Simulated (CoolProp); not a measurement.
Ethane at 293.15 K and 1.93 MPa is throttled through a valve to 1.02 MPa with no heat exchange. Each further row changes one setting.

Computed with CoolProp (reference Helmholtz-energy equation of state, Bücker 2006).

| case | temperature change (K) | final density (kg/m³) |
|---|---|---|
| as stated | -12.3 | 14.6 |
| outlet pressure 0.306 MPa | -22.3 | 4.22 |
| outlet pressure 1.33 MPa | -8.0 | 19.3 |
